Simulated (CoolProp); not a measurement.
Ethanol along the isobar 6.77 MPa: fugacity coefficient from the reference equation and from simpler models built on Tc = 514.7 K, pc = 6.268 MPa, ω = 0.644; each cubic takes its own stable root.

Values from CoolProp's reference Helmholtz-energy equation of state, Schroeder 2014.

```json
[
 {"T (K)": "363.5", "phase": "liquid", "reference": "0.02589", "van der Waals": "0.2064", "Soave-Redlich-Kwong": "0.02711"},
 {"T (K)": "381.2", "phase": "liquid", "reference": "0.04647", "van der Waals": "0.2512", "Soave-Redlich-Kwong": "0.04886"},
 {"T (K)": "398.9", "phase": "liquid", "reference": "0.07783", "van der Waals": "0.2997", "Soave-Redlich-Kwong": "0.08177"},
 {"T (K)": "416.7", "phase": "liquid", "reference": "0.1229", "van der Waals": "0.3517", "Soave-Redlich-Kwong": "0.1286"},
 {"T (K)": "434.4", "phase": "liquid", "reference": "0.1832", "van der Waals": "0.4060", "Soave-Redlich-Kwong": "0.1905"},
 {"T (K)": "452.1", "phase": "liquid", "reference": "0.2602", "van der Waals": "0.4620", "Soave-Redlich-Kwong": "0.2683"},
 {"T (K)": "469.8", "phase": "liquid", "reference": "0.3537", "van der Waals": "0.5190", "Soave-Redlich-Kwong": "0.3609"},
 {"T (K)": "487.6", "phase": "liquid", "reference": "0.4628", "van der Waals": "0.5762", "Soave-Redlich-Kwong": "0.4655"},
 {"T (K)": "505.3", "phase": "liquid", "reference": "0.5819", "van der Waals": "0.6313", "Soave-Redlich-Kwong": "0.5742"},
 {"T (K)": "523", "phase": "supercritical", "reference": "0.6912", "van der Waals": "0.6813", "Soave-Redlich-Kwong": "0.6662"},
 {"T (K)": "540.7", "phase": "supercritical", "reference": "0.7454", "van der Waals": "0.7140", "Soave-Redlich-Kwong": "0.7164"}
]
```
